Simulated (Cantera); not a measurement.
Thermodynamics of hydrogen reduction and annealing atmospheres, feed Fe3O4 + H2 + N2

Input: 1 mol Fe3O4, 2800 mol H2, 4.8 mol N2, at 10.0 Torr.

Equilibrium computed with Cantera from the NASA thermochemical tables; the gas is ideal and each condensed phase is pure. Candidate condensed phases: Fe, FeO, Fe(OH)2, Fe(OH)3, Fe2O3, Fe3O4, H2O; 27 gas species. Kinetics and transport are ignored.

| T (°C) | log p H2 | log p H | log p N2 | log p H2O | log p Fe | log p OH | log p NH3 | log p O | n Fe(α) | n Fe(γ) | n Fe(δ) |
|---|---|---|---|---|---|---|---|---|---|---|---|
| 602 | -1.88 | -11.24 | -4.64 | -4.72 | <-13 | <-13 | -7.96 | <-13 | 3.00 | 0 | 0 |
| 702 | -1.88 | -9.88 | -4.64 | -4.72 | <-13 | <-13 | -8.30 | <-13 | 3.00 | 0 | 0 |
| 802 | -1.88 | -8.77 | -4.64 | -4.72 | -12.35 | <-13 | -8.57 | <-13 | 3.00 | 0 | 0 |
| 902 | -1.88 | -7.85 | -4.64 | -4.72 | -10.68 | -12.85 | -8.80 | <-13 | 3.00 | 0 | 0 |
| 1002 | -1.88 | -7.07 | -4.64 | -4.72 | -9.28 | -11.85 | -9.00 | <-13 | 0 | 3.00 | 0 |
| 1102 | -1.88 | -6.40 | -4.64 | -4.72 | -8.09 | -10.99 | -9.17 | <-13 | 0 | 3.00 | 0 |
| 1202 | -1.88 | -5.83 | -4.64 | -4.72 | -7.06 | -10.25 | -9.31 | <-13 | 0 | 2.98 | 0 |
| 1302 | -1.88 | -5.32 | -4.64 | -4.72 | -6.17 | -9.60 | -9.44 | -13.12 | 0 | 2.86 | 0 |
| 1402 | -1.88 | -4.87 | -4.64 | -4.72 | -5.38 | -9.03 | -9.55 | -12.12 | 0 | 0 | 2.13 |
| 1502 | -1.88 | -4.48 | -4.64 | -4.72 | -4.85 | -8.53 | -9.65 | -11.23 | 0 | 0 | 0 |
| 1602 | -1.88 | -4.12 | -4.64 | -4.72 | -4.85 | -8.07 | -9.74 | -10.44 | 0 | 0 | 0 |
| 1702 | -1.88 | -3.80 | -4.64 | -4.72 | -4.85 | -7.67 | -9.82 | -9.72 | 0 | 0 | 0 |
| 1802 | -1.89 | -3.52 | -4.65 | -4.73 | -4.85 | -7.30 | -9.90 | -9.08 | 0 | 0 | 0 |
| 1902 | -1.90 | -3.26 | -4.65 | -4.73 | -4.86 | -6.97 | -9.98 | -8.49 | 0 | 0 | 0 |
log p: log10 of the partial pressure in bar; n: condensed amount in mol.

From 602 °C to 902 °C the condensed part is Fe(α). From 1002 °C to 1302 °C the condensed part is Fe(γ). At 1402 °C the condensed part is Fe(δ). From 1502 °C to 1902 °C nothing is condensed.
